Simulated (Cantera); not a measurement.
Reactions in the system C-Na-O-S

Source: NASA polynomial tables (part measured, part estimated), evaluated in Cantera. Values are per mole of reaction as written; species without (g) are pure solids or liquids, kept so even where they would boil at 1 bar.

CS₂(g) + 2 Na₂CO₃ = S₂(g) + 3 CO₂(g) + 4 Na(g)

```tsv
T (K)	ΔH° (kJ)	ΔS° (J/K)	ΔG° (kJ)	log10 K	condensed phases
300	1521.6	968.7	1231.0	-214.34	Na₂CO₃(s)
1325	1343.4	763.4	332.0	-13.09	Na₂CO₃(l)
1400	1332.4	755.3	275.0	-10.26	Na₂CO₃(l)
1475	1321.6	747.7	218.7	-7.74	Na₂CO₃(l)
1550	1310.8	740.6	162.9	-5.49	Na₂CO₃(l)
1625	1300.1	733.9	107.6	-3.46	Na₂CO₃(l)
1700	1289.5	727.5	52.8	-1.62	Na₂CO₃(l)
1775	1279.0	721.4	-1.6	0.05	Na₂CO₃(l)
1850	1268.5	715.7	-55.5	1.57	Na₂CO₃(l)
```
